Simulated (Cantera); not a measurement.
# Si + F2 + N2 + HF (silicon etching in halogen gases)

A closed system holds: 1 mol Si, a varied amount of F2, 5.1 mol N2, 8.8 mol HF, held at 1350 K and 10.0 mbar.

Cantera equilibrium calculation (NASA polynomials, part measured and part estimated; ideal gas, pure solids and liquids). Candidate condensed phases: Si, Si3N4; 37 gas species. The tables' values for SiF3 are old estimates; treat these amounts as uncertain. Equilibrium is a limit: real reactors are often held back by kinetics, nucleation or transport.

| n(F2) (mol) | x HF | x N2 | x F | x H2 | x SiF4 |
|---|---|---|---|---|---|
| 0.52 | 0.435 | 0.380 | 2.58e-10 | 0.110 | 0.0745 |
| 0.85 | 0.473 | 0.371 | 3.22e-10 | 0.0836 | 0.0727 |
| 1.2 | 0.511 | 0.362 | 4.22e-10 | 0.0567 | 0.0709 |
| 1.5 | 0.542 | 0.354 | 5.72e-10 | 0.0347 | 0.0694 |
| 1.8 | 0.571 | 0.347 | 9.64e-10 | 0.0136 | 0.0680 |
| 2.2 | 0.575 | 0.333 | 0.0261 | <1e-12 | 0.0654 |
| 2.5 | 0.553 | 0.321 | 0.0628 | <1e-12 | 0.0629 |
| 2.8 | 0.533 | 0.309 | 0.0969 | <1e-12 | 0.0606 |
| 3.1 | 0.515 | 0.298 | 0.128 | <1e-12 | 0.0585 |
| 3.5 | 0.492 | 0.285 | 0.167 | <1e-12 | 0.0559 |
x: gas mole fraction; nothing condenses.

From 0.52 mol F2 to 3.5 mol F2 nothing is condensed. The main Si-bearing gas is SiF4 throughout.
